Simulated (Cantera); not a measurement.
An adiabatic, constant-volume homogeneous reactor starts with CH4 : O2 : N2 = 1 : 1.67 : 6.27 (molar parts), at 1800 K and 0.220 bar.

Cantera simulation using GRI-Mech 3.0 (53 species, 325 reactions); the numbers are that mechanism's predictions, not measurements.

Question: Predict: time of steepest temperature rise; temperature at 0.100 s; equilibrium temperature; x(O2) at 0.100 s; x(O) at 0.100 s; x(H2) at 0.100 s.

Answer: 
```json
{
  "time_of_steepest_temperature_rise": "0.443 ms",
  "temperature at 0.100 s": "2848 K",
  "equilibrium_temperature": "2848 K",
  "x(O2) at 0.100 s": "0.0149 (gas-phase equilibrium 0.0149)",
  "x(O) at 0.100 s": "0.0129 (gas-phase equilibrium 0.0129)",
  "x(H2) at 0.100 s": "0.0443 (gas-phase equilibrium 0.0443)"
}
```
